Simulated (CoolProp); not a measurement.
R22 along the isobar 7.91 bar: fugacity coefficient from the reference equation and from simpler models built on Tc = 96.1 °C, pc = 49.90 bar, ω = 0.221; each cubic takes its own stable root.

The numbers come from the reference Helmholtz-energy equation of state, Kamei 1995 in CoolProp.

| T (°C) | phase | reference |
|---|---|---|
| -75.85 | liquid | 0.01789 |
| -38.05 | liquid | 0.1431 |
| -0.15 | liquid | 0.5715 |
| 37.65 | gas | 0.9026 |
| 75.45 | gas | 0.9342 |
| 113.35 | gas | 0.9538 |
| 151.15 | gas | 0.9667 |
| 189.05 | gas | 0.9756 |
| 226.85 | gas | 0.9820 |

How far does each simpler model (van der Waals, Redlich-Kwong, Soave-Redlich-Kwong, Peng-Robinson) lie from the reference over these 9 states: mean and median of the absolute difference, and the worst?


- van der Waals: mean 203.4 %, median 1.3 %, worst +1383.0 % at -75.85 °C and 7.91 bar
- Redlich-Kwong: mean 21.3 %, median 0.3 %, worst +94.5 % at -75.85 °C and 7.91 bar
- Soave-Redlich-Kwong: mean 0.5 %, median 0.1 %, worst +1.7 % at -0.15 °C and 7.91 bar
- Peng-Robinson: mean 0.8 %, median 0.5 %, worst +3.5 % at -75.85 °C and 7.91 bar

At some of these states van der Waals gives the other phase, because its saturation line lies elsewhere.
